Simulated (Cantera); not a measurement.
A freely propagating, adiabatic, planar premixed flame of 27.0 % H2, 15.3 % O2, 57.7 % N2, unburnt at 350 K and 90000 Pa; mixture-averaged transport, grid criteria slope 0.08 and curve 0.16, no radiation.

Detailed kinetics in Cantera: the H2/O2 subset of GRI-Mech 3.0, which has no nitrogen chemistry. Burning velocities carry a grid error of a few per cent, more on coarse grids.

### Question
Predict: laminar burning velocity; thermal thickness; peak x(OH); peak x(HO2); peak x(H2O2); peak x(O).

### Answer
| Item | Result |
|---|---|
| laminar burning velocity | 254 cm/s |
| thermal thickness | 0.415 mm |
| peak x(OH) | 0.0147 |
| peak x(HO2) | 0.000438 |
| peak x(H2O2) | 8.85e-5 |
| peak x(O) | 0.0107 |
